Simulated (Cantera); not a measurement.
Thermodynamics of nitride etching, feed AlN + Cl2

A closed system holds: 1 mol AlN, 45 mol Cl2, held at 133 Pa.

Equilibrium computed with Cantera from the NASA thermochemical tables; the gas is ideal and each condensed phase is pure. Candidate condensed phases: Al, AlCl3, AlN; 11 gas species. The tables' values for AlCl2 are old estimates; treat these amounts as uncertain. Equilibrium is a limit: real reactors are often held back by kinetics, nucleation or transport.

From 1073 K to 2073 K nothing is condensed. The main Al-bearing gas is AlCl3 throughout.

```
T (K)    x Cl    x Cl2  x AlCl3     x N2   x AlCl2    x AlCl      x Al  x Al2Cl6
-----  ------  -------  -------  -------  --------  --------  --------  --------
1073   0.0285    0.939   0.0219   0.0110  2.31e-11    <1e-12    <1e-12   2.49e-8
1173   0.0909    0.877   0.0212   0.0106  4.07e-10    <1e-12    <1e-12   7.94e-9
1273    0.229    0.742   0.0197  0.00984   4.59e-9    <1e-12    <1e-12   2.79e-9
1373    0.454    0.520   0.0172  0.00859   3.74e-8  1.07e-12    <1e-12  9.97e-10
1473    0.701    0.278   0.0144  0.00722   2.53e-7  3.84e-11    <1e-12  3.71e-10
1573    0.866    0.115   0.0126  0.00630   1.61e-6   1.24e-9    <1e-12  1.62e-10
1673    0.940   0.0426   0.0118  0.00589   9.62e-6   3.43e-8    <1e-12  8.78e-11
1773    0.967   0.0161   0.0114  0.00574   5.05e-5   7.34e-7    <1e-12  5.45e-11
1873    0.976  0.00658   0.0111  0.00569  0.000225   1.17e-5  4.09e-11  3.58e-11
1973    0.980  0.00290   0.0104  0.00566  0.000825  0.000135   2.49e-9  2.24e-11
2073    0.982  0.00138  0.00803  0.00563   0.00221   0.00102   8.49e-8  1.01e-11
```
x: gas mole fraction; nothing condenses.
